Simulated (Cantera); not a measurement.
## Thermodynamics of carbon deposition, reforming and gasification, feed n-butane + NH3

A closed system holds: 1 mol n-butane, 1.3 mol NH3, equilibrated at 75.0 Torr.

Method: chemical equilibrium by Gibbs-energy minimisation in Cantera with the NASA 1993 tables (ideal gas, pure condensed phases). Candidate condensed phases: C, C6H6, C7H8, C8H18; 92 gas species. The numbers say what is thermodynamically allowed, not how fast it happens.

From 1725 K to 2775 K the condensed part is C(graphite). The main C-bearing gas is HCN at 1725 K and C2H2 (acetylene) at 2775 K. The share of C in condensed phases is highest at 1725 K (99.7 %) and lowest at 2775 K (83.7 %).

```tsv
T (K)	log p H2	log p H	log p N2	log p HCN	log p C2H2 (acetylene)	log p HNC	n C(graphite)
1725	-1.04	-4.25	-2.07	-3.93	-5.08	-5.43	3.99
1875	-1.04	-3.70	-2.07	-3.62	-4.54	-4.97	3.98
2025	-1.04	-3.24	-2.08	-3.35	-4.09	-4.58	3.95
2175	-1.05	-2.84	-2.09	-3.13	-3.70	-4.25	3.91
2325	-1.06	-2.49	-2.11	-2.94	-3.37	-3.96	3.84
2475	-1.08	-2.19	-2.13	-2.78	-3.09	-3.73	3.73
2625	-1.11	-1.93	-2.17	-2.66	-2.86	-3.53	3.57
2775	-1.16	-1.71	-2.21	-2.57	-2.68	-3.38	3.35
```
log p: log10 of the partial pressure in bar; n: condensed amount in mol.
